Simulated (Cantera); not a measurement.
A perfectly stirred reactor is fed with CH2O : O2 : N2 = 0.0024 : 0.042 : 1 (molar parts), at 400000 Pa; it is held at 1325 K, and followed from long to short residence time.

Model: GRI-Mech 3.0 (53 species, 325 reactions), integrated in Cantera.

### Question
What does this change do: temperature 1325 to 1250 K?

### Answer
```csv
quantity,before,after
x(CH2O) at τ = 1.30 s,5.47e-7,1.56e-6
x(O2) at τ = 1.30 s,0.0379,0.0380
x(CO2) at τ = 1.30 s,0.00226,0.00219
x(H2) at τ = 1.30 s,6.63e-8,1.60e-7
x(CH2CO) at τ = 1.30 s,<1e-12,<1e-12
x(CH2O) at τ = 19.0 ms,1.69e-5,5.18e-5
x(O2) at τ = 19.0 ms,0.0383,0.0386
x(CO2) at τ = 19.0 ms,0.00141,0.000858
x(H2) at τ = 19.0 ms,4.64e-6,1.83e-5
x(CH2CO) at τ = 19.0 ms,<1e-12,<1e-12
```

### Question
What does this change do: temperature 1325 to 1525 K?

### Answer
```tsv
quantity	before	after
x(CH2O) at τ = 1.30 s	5.47e-7	1.47e-7
x(O2) at τ = 1.30 s	0.0379	0.0379
x(CO2) at τ = 1.30 s	0.00226	0.00229
x(H2) at τ = 1.30 s	6.63e-8	9.27e-8
x(CH2CO) at τ = 1.30 s	<1e-12	<1e-12
x(CH2O) at τ = 19.0 ms	1.69e-5	2.79e-6
x(O2) at τ = 19.0 ms	0.0383	0.0380
x(CO2) at τ = 19.0 ms	0.00141	0.00208
x(H2) at τ = 19.0 ms	4.64e-6	1.30e-6
x(CH2CO) at τ = 19.0 ms	<1e-12	<1e-12
```
